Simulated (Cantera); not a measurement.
Input: 1 mol toluene, 0.71 mol CO₂, 54 mol H₂, equilibrated at 16.0 mbar.

Equilibrium computed with Cantera from the NASA thermochemical tables; the gas is ideal and each condensed phase is pure. Candidate condensed phases: C, C₆H₆, C₇H₈, C₈H₁₈, H₂O; 110 gas species. Kinetics and transport are ignored.

x: gas mole fraction; n: condensed amount in mol.

```tsv
T (°C)	x H₂	x H	x CO	x C₂H₂ (acetylene)	x C₃	n C(graphite)
1252	0.976	0.000185	0.0239	1.18e-5	<1e-12	6.29
1352	0.976	0.000551	0.0239	3.47e-5	<1e-12	6.28
1452	0.975	___	0.0239	___	<1e-12	6.28
1552	0.972	0.00343	0.0239	0.000209	1.52e-11	6.26
1652	0.968	0.00744	0.0238	0.000443	2.54e-10	6.24
1752	0.960	0.0149	0.0237	0.000869	3.18e-9	6.19
1852	0.947	0.0279	0.0236	0.00159	3.13e-8	6.10
1952	0.925	0.0492	0.0233	0.00271	2.49e-7	5.96
2052	0.891	0.0821	0.0229	0.00435	1.65e-6	5.74
2152	0.841	0.130	0.0223	0.00657	9.32e-6	5.44
2252	0.774	0.195	0.0216	0.00929	4.57e-5	5.02
2352	___	___	0.0206	___	___	___
2452	0.586	0.378	0.0193	0.0151	0.000764	3.67
2552	0.473	0.486	0.0180	0.0171	0.00268	2.39
```

### Question
Fill in the missing entries.

### Answer

- 1452, x H: 0.00145
- 1452, x C₂H₂ (acetylene): 8.98e-5
- 2352, x H₂: 0.688
- 2352, x H: 0.278
- 2352, x C₂H₂ (acetylene): 0.0123
- 2352, x C₃: 0.000197
- 2352, n C(graphite): 4.45
